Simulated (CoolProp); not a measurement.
R365MFC along the isobar 963 kPa: Z from the reference equation and from simpler models built on Tc = 460.0 K, pc = 3266 kPa, ω = 0.377; each cubic takes its own stable root.

The numbers come from the reference Helmholtz-energy equation of state, Lemmon 2016 in CoolProp.

| T (K) | phase | reference |
|---|---|---|
| 284.1 | liquid | 0.04685 |
| 303.7 | liquid | 0.04527 |
| 323.3 | liquid | 0.04405 |
| 343 | liquid | 0.04318 |
| 362.6 | liquid | 0.04271 |
| 382.2 | liquid | 0.04270 |
| 401.9 | gas | 0.7983 |
| 421.5 | gas | 0.8384 |
| 441.1 | gas | 0.8658 |
| 460.7 | gas | 0.8862 |
| 480.4 | gas | 0.9022 |
| 500 | gas | 0.9153 |

**Question.** How far does each simpler model (van der Waals, Redlich-Kwong, Soave-Redlich-Kwong) lie from the reference over these 12 states: mean and median of the absolute difference, and the worst?

**Answer.** 
- van der Waals: mean 330.6 %, median 37.2 %, worst +1870.7 % at 382.2 K and 963 kPa
- Redlich-Kwong: mean 154.6 %, median 8.8 %, worst +1770.0 % at 382.2 K and 963 kPa
- Soave-Redlich-Kwong: mean 5.0 %, median 5.0 %, worst +11.3 % at 382.2 K and 963 kPa

At some of these states van der Waals, Redlich-Kwong gives the other phase, because its saturation line lies elsewhere.
